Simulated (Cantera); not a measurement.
Mixture: 15.8 % CH4, 16.6 % O2, 62.6 % N2, 5.06 % CO2, equivalence ratio 1.9, at 1.00 bar, adiabatic and at constant pressure. Ignition delay is the time to a rise of 400 K.

Model: GRI-Mech 3.0 (53 species, 325 reactions), integrated in Cantera.

### Question
Predict: delay at 1250 K; delay at 1300 K; delay at 1350 K; delay at 1400 K; delay at 1450 K; delay at 1500 K; apparent activation energy between 1400 and 1500 K.

### Answer
| Quantity | Value |
|---|---|
| delay at 1250 K | 35.9 ms |
| delay at 1300 K | 18.5 ms |
| delay at 1350 K | 9.77 ms |
| delay at 1400 K | 5.31 ms |
| delay at 1450 K | 2.96 ms |
| delay at 1500 K | 1.71 ms |
| apparent activation energy between 1400 and 1500 K | 200 kJ/mol |
